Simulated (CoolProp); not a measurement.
Vapour-liquid equilibrium of ethanol (1) + dimethyl carbonate (2) at 410.2 K; x and y are mole fractions of (1).

The numbers come from the multi-fluid Helmholtz-energy mixture model, Schroeder 2014 and Zhou 2011; pair parameters Bell 2016 in CoolProp.

| x | bubble pressure, mixture model (MPa) | bubble pressure, Raoult's law (MPa) | y, mixture model | y, Raoult's law |
|---|---|---|---|---|
| 0.05 | 0.4241 | 0.3870 | 0.158 | 0.090 |
| 0.15 | 0.5102 | 0.4198 | 0.352 | 0.250 |
| 0.25 | 0.5743 | 0.4526 | 0.470 | 0.386 |
| 0.35 | 0.6218 | 0.4853 | 0.551 | 0.504 |
| 0.45 | 0.6570 | 0.5181 | 0.615 | 0.607 |
| 0.55 | 0.6830 | 0.5509 | 0.670 | 0.697 |
| 0.65 | 0.7019 | 0.5836 | 0.722 | 0.778 |
| 0.75 | 0.7140 | 0.6164 | 0.779 | 0.850 |
| 0.85 | 0.7179 | 0.6492 | 0.847 | 0.914 |
| 0.95 | 0.7095 | 0.6820 | 0.939 | 0.973 |

The largest gap from Raoult's law is +28.1 % in bubble pressure, at x = 0.35. y crosses x between x = 0.75 and 0.85: the model has an azeotrope there.

The pair parameters rest on a limited set of measurements; away from them the model extrapolates.
